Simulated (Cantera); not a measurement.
Feed: 1 mol FeS, 4.5 mol O2, 5.8 mol CO2, 0.00021 mol H2S, held at 78.0 mbar.

Cantera equilibrium calculation (NASA polynomials, part measured and part estimated; ideal gas, pure solids and liquids). Candidate condensed phases: C, C6H6, C7H8, C8H18, Fe, Fe(CO)5, FeO, Fe(OH)2, Fe(OH)3, FeS, FeSO4, FeS2, Fe2O3, Fe2(SO4)3, Fe3O4, H2O, H2SO4, S; 127 gas species. The numbers say what is thermodynamically allowed, not how fast it happens.

Question: At 1398 K, list the 5 most abundant gas species with their mole fractions, and the condensed phases.

Answer: CO2 0.608, O2 0.288, SO2 0.104, SO3 0.00102, H2O 2.15e-5. Condensed: Fe2O3(s).
